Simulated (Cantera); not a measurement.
Charge: 1 mol SiHCl3, 21 mol N2, at 578 Torr.

Equilibrium computed with Cantera from the NASA thermochemical tables; the gas is ideal and each condensed phase is pure. Candidate condensed phases: NH4Cl, Si, Si3N4; 28 gas species. The tables' values for SiCl3 are old estimates; treat these amounts as uncertain. The numbers say what is thermodynamically allowed, not how fast it happens. All values below are at 1700 K.

Base state: N2 0.923, HCl 0.0364, SiCl2 0.0208, SiCl3 0.00863, SiCl4 0.00704, H2 0.00384, SiHCl3 0.000144, Cl 7.66e-5 (mole fractions); condensed: Si3N4(s).

Q: What changes in the equilibrium state with this change: pressure from 578 Torr to 10.0 Torr?

A: 
```csv
species,before,after
N2,0.923,0.914
SiCl2,0.0208,0.0401
HCl,0.0364,0.0389
SiCl4,0.00704,0.000445
SiHCl3,0.000144,5.12e-6
SiCl,1.24e-6,1.32e-5
"Si3N4(s), mol",0.0569,0
```
The tables' values for SiCl3, SiCl are old estimates; treat these amounts as uncertain.
